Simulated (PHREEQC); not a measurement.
Consider water at 25 °C with 3.9 mmol/kgw H3PO4, 0.18 mmol/kgw K2HPO4 and 0.21 mmol/kgw TMAH. Closed to the air; pH follows from the charge balance.

Model: ion-association model, phreeqc.dat, run in PHREEQC.

```
Property                   Result
----------------  ---------------
pH                           2.63
ionic strength    0.00307 mol/kgw
total alkalinity     -3.51 meq/kg
```

| species | molality | activity | log γ |
|---|---|---|---|
| H2PO4- | 0.00307 | 0.00290 | -0.026 |
| H+ | 0.00250 | 0.00237 | -0.024 |
| H3PO4 | 0.00101 | 0.00101 | 0.000 |
| K+ | 0.000360 | 0.000339 | -0.027 |
| (CH3)4N+ | 0.000210 | 0.000198 | -0.026 |
| HPO4-2 | 9.64e-8 | 7.60e-8 | -0.104 |

This is a speciation only: nothing precipitates in the calculation. (CH3)4N+ isn't in the database: it is added as a free cation with an ion size of 4 Å.
